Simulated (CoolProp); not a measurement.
Ethylene along the isotherm 252.2 K: fugacity coefficient from the reference equation and from simpler models built on Tc = 282.4 K, pc = 5.042 MPa, ω = 0.087; each cubic takes its own stable root.

Computed with CoolProp (reference Helmholtz-energy equation of state, Smukala 2000).

```json
[
 {"p (MPa)": "0.0239", "phase": "gas", "reference": "0.9978"},
 {"p (MPa)": "0.0351", "phase": "gas", "reference": "0.9967"},
 {"p (MPa)": "0.0515", "phase": "gas", "reference": "0.9952"},
 {"p (MPa)": "0.0756", "phase": "gas", "reference": "0.9929"},
 {"p (MPa)": "0.111", "phase": "gas", "reference": "0.9896"},
 {"p (MPa)": "0.163", "phase": "gas", "reference": "0.9847"},
 {"p (MPa)": "0.239", "phase": "gas", "reference": "0.9776"},
 {"p (MPa)": "0.351", "phase": "gas", "reference": "0.9671"},
 {"p (MPa)": "0.515", "phase": "gas", "reference": "0.9517"},
 {"p (MPa)": "0.756", "phase": "gas", "reference": "0.9293"},
 {"p (MPa)": "1.11", "phase": "gas", "reference": "0.8963"},
 {"p (MPa)": "1.63", "phase": "gas", "reference": "0.8479"},
 {"p (MPa)": "2.39", "phase": "gas", "reference": "0.7759"},
 {"p (MPa)": "3.51", "phase": "liquid", "reference": "0.5583"},
 {"p (MPa)": "5.15", "phase": "liquid", "reference": "0.4006"},
 {"p (MPa)": "7.56", "phase": "liquid", "reference": "0.2938"}
]
```

Question: How far does each simpler model (Redlich-Kwong, Soave-Redlich-Kwong) lie from the reference over these 16 states: mean and median of the absolute difference, and the worst?

Answer: 
- Redlich-Kwong: mean 1.0 %, median 0.0 %, worst +5.4 % at 252.2 K and 7.56 MPa
- Soave-Redlich-Kwong: mean 0.4 %, median 0.0 %, worst +2.6 % at 252.2 K and 7.56 MPa
